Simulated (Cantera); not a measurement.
An isothermal, constant-pressure homogeneous reactor starts with 0.709 % CH₄, 99.3 % N₂, at 1598 K and 0.000493 atm.

Computed with Cantera and GRI-Mech 3.0 (53 species, 325 reactions). GRI-Mech 3.0 stops at C3 and has no aromatics, soot or wall deposition, so with more carbon than oxygen in the feed, carbon stays in small species such as C2H2 where larger ones or solid carbon would form. Radical loss at walls, strong at low pressure, is not modelled.

### Question
Predict: x(CH₄) at 90.0 s; x(HCN) at 90.0 s; x(H₂) at 90.0 s; x(C₂H₄) at 90.0 s; x(CH₂) at 90.0 s; x(H) at 90.0 s.

### Answer
```
Property                                              Value
-----------------  ----------------------------------------
x(CH₄) at 90.0 s    0.00142 (gas-phase equilibrium 2.12e-9)
x(HCN) at 90.0 s    1.88e-6 (gas-phase equilibrium 0.00672)
x(H₂) at 90.0 s      0.00835 (gas-phase equilibrium 0.0104)
x(C₂H₄) at 90.0 s  2.15e-5 (gas-phase equilibrium 9.38e-11)
x(CH₂) at 90.0 s   1.31e-7 (gas-phase equilibrium 2.20e-11)
x(H) at 90.0 s     2.08e-5 (gas-phase equilibrium 0.000245)
```
